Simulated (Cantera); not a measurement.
Cantera run:

```python
import numpy as np
import cantera as ct

gas_names = """
    CL CL2 H HCL H2 N NH NH2 NH3 N2 N2H2 N2H4 Si SiCL SiCL2 SiCL3 SiCL4 SiH SiHCL3 SiH2 SiH2CL2 SiH3
    SiH3CL SiH4 SiN Si2 Si2N Si3
""".split()
cond_names = """
    NH4CL(a) NH4CL(b) Si(cr) Si(L) Si3N4(a)
""".split()


# ... load() reads the species with a 1 bar reference pressure and builds the phases ...
atoms = {
    'SiHCl3': {'Si': 1, 'H': 1, 'CL': 3},
    'N2': {'N': 2},
    'H2': {'H': 2},
}
top_T = {'Si3N4(a)': 2400}  # K; cautious upper limits of use, not melting points


# ... equilibrate(T, P, feed) seeds the gas with the atoms and calls Mixture.equilibrate('TP', solver="vcs", rtol=1e-11, max_steps=5000) ...
results = []
feed = {'SiHCl3': 1, 'N2': 1.3, 'H2': 85}  # mol
P = 133.322  # Pa
for T in [1048, 1123, 1198, 1273, 1348, 1423, 1498, 1573, 1648, 1723, 1798]:
    mix = equilibrate(T, P, feed)
    results.append((T, P, feed, dict(zip(mix.species_names, mix.species_moles))))

top = {s: max(r[3][s] / sum(r[3][g] for g in gas_names) for r in results) for s in gas_names}
cols = sorted((s for s in top if top[s] > 1e-06), key=lambda s: -top[s])[:5]
seen = [c for c in cond_names if any(r[3].get(c, 0) > 1e-12 for r in results)]
print("log10 of partial pressures in bar; condensed amounts in mol")
print(f"{'T/K':>10s}" + "".join(f"{s[:9]:>10s}" for s in cols + seen))
for T, P, feed, n in results:
    ng = sum(n[g] for g in gas_names)
    print(f"{T:10.4g}" + "".join(f"{np.log10(max(n[s] / ng * P / 1e5, 1e-99)):10.3f}" for s in cols)
          + "".join(f"{n.get(c, 0):10.4g}" for c in seen))
```

It prints:

```
log10 of partial pressures in bar; condensed amounts in mol
       T/K        H2       HCL        N2         H     SiCL2    Si(cr)     Si(L)  Si3N4(a)
      1048    -2.893    -4.341    -5.016    -9.559    -8.770         0         0    0.3332
      1123    -2.893    -4.341    -5.016    -8.817    -7.890         0         0     0.333
      1198    -2.893    -4.342    -5.014    -8.168    -7.125         0         0    0.3316
      1273    -2.893    -4.348    -5.006    -7.594    -6.464         0         0    0.3256
      1348    -2.893    -4.365    -4.981    -7.082    -5.917         0         0    0.3065
      1423    -2.893    -4.407    -4.930    -6.624    -5.500         0         0    0.2636
      1498    -2.896    -4.421    -4.707    -6.213    -5.440    0.7571         0         0
      1573    -2.896    -4.424    -4.707    -5.839    -5.423    0.7434         0         0
      1648    -2.897    -4.428    -4.708    -5.499    -5.410     0.718         0         0
      1723    -2.898    -4.429    -4.709    -5.188    -5.421         0    0.6663         0
      1798    -2.901    -4.426    -4.710    -4.904    -5.460         0     0.528         0
```

Cantera equilibrium calculation (NASA polynomials, part measured and part estimated; ideal gas, pure solids and liquids). N2 is the only nitrogen source here; it is nearly inert below about 1500 K, so the nitride shown seldom forms there in practice. The tables' values for SiCl, SiCl3 are old estimates; treat these amounts as uncertain. Gases not in the tables: Si2H6 and higher silanes.
